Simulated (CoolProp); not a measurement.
Model: reference Helmholtz-energy equation of state, Lemmon 2006, in CoolProp. It is a short technical equation, of lower accuracy than the large ones.

**Question.** Give the vapour pressure (MPa), liquid density (kg/m³), liquid cp (kJ/(kg K)), vapour Z of saturated nitrous oxide at -40.15, -30.25, -12.55 °C.

**Answer.** 
| T (°C) | p (MPa) | liquid density (kg/m³) | liquid cp (kJ/(kg K)) | vapour Z |
|---|---|---|---|---|
| -40.15 | 0.934 | 1080 | 1.84 | 0.875 |
| -30.25 | 1.31 | 1040 | 1.90 | 0.843 |
| -12.55 | 2.23 | 966 | 2.07 | 0.772 |
